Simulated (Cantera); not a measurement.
A counterflow diffusion flame at 293 Torr, nozzles 20 mm apart: fuel side 100 % CH3OH at 300 K, oxidiser side 21.0 % O2, 79.0 % N2 at 775 K, fuel mass flux 1.7 times the oxidiser's; mixture-averaged transport, no radiation.

Detailed kinetics in Cantera: GRI-Mech 3.0 (53 species, 325 reactions). GRI-Mech 3.0 was tuned for natural gas; its chemistry of methanol as a main component is partial and can be far from experiment. GRI-Mech 3.0 has no aromatics or soot, which form on the fuel side of real flames. The maximum strain rate includes the flame's own expansion and is several times the mean.

x: mole fraction; the columns are a selection and need not sum to one.

```csv
oxidiser flux (kg/m²/s),max strain (1/s),mean strain (1/s),T max (K),peak x OH,peak x H,peak x NO,peak x CO,peak x C2H2
0.098,218,44.7,1995,0.0130,0.0144,5.38e-5,0.188,0.000495
0.12,(withheld),54.7,1966,0.0128,0.0150,(withheld),0.187,(withheld)
0.15,318,68.4,1935,0.0126,0.0157,4.10e-5,0.185,0.000608
0.18,376,82.1,1908,0.0122,0.0162,3.67e-5,0.183,0.000652
0.22,451,100,1881,0.0119,0.0167,3.29e-5,0.181,0.000700
0.27,544,123,1853,0.0116,0.0172,2.95e-5,0.179,0.000743
0.33,654,150,1827,0.0112,0.0176,2.64e-5,0.177,0.000775
0.4,782,182,1804,0.0109,0.0180,2.38e-5,0.175,0.000796
0.49,(withheld),223,1785,0.0106,0.0184,(withheld),0.174,0.000808
0.6,1140,274,1762,0.0101,0.0186,1.88e-5,0.172,0.000792
```

Task: Fill in the missing entries.

Result: 
- 0.12, max strain (1/s): 261
- 0.12, peak x NO: 4.69e-5
- 0.12, peak x C2H2: 0.000549
- 0.49, max strain (1/s): 945
- 0.49, peak x NO: 2.14e-5
